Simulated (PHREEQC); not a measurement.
Make-up at 85 °C: 0.0013 mol/kgw HF and 6.8e-05 mol/kgw NH4HF2. Closed to the air; pH follows from the charge balance.

Equilibrium calculation in PHREEQC: ion-association model, wateq4f.dat.

```tsv
quantity	before	after
pH	3.39	3.41
ionic strength (mol/kgw)	0.000487	0.00102
HF (mol/kgw)	0.000947	0.000931
F- (mol/kgw)	0.000485	0.000500
HF2- (mol/kgw)	1.94e-6	1.96e-6
H2F2 (mol/kgw)	2.15e-7	2.08e-7
```

**Question.** What was changed between the two runs?
(A) temperature from 85 to 80 °C
(B) NH4HF2 left out
(C) NH4HF2 replaced by Pb(BF4)2 at the same molality
(D) 0.00019 mol/kgw Na2SO4 added
(E) 1.8e-05 mol/kgw H2SO4 added

**Answer.** D, 0.00019 mol/kgw Na2SO4 added

Precipitation was switched off in this run. Away from 25 °C the constants follow the database's enthalpies or fits; those with neither stay at their 25 °C values.
